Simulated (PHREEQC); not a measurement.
Synthetic water in mmol/kgw, 25 °C, pH 4.2, pe 12.9:

```
constituent  mmol/kgw
-----------  --------
Na               1.69
K                2.25
Ca               3.92
Mg               3.24
Cl               3.49
S(6)             9.23
Sr             0.0324
Fe(3)            1.41
Mn(2)         0.00534
```

Valence states are taken as typed.

Equilibrium calculation in PHREEQC: ion-association model, phreeqc.dat.

Precipitation was switched off in this run.

Task: Estimate the ionic strength, charge-balance error.

Result: ionic strength 0.0292 mol/kgw; charge-balance error -4.8 %.

Task: In which forms is Na present?

Result: Na+ 98 %, NaSO4- 1.8 % of the Na.

The solution is supersaturated, for example in Jarosite-K, Fe(OH)3(a), so a real one may precipitate; this is no full list.
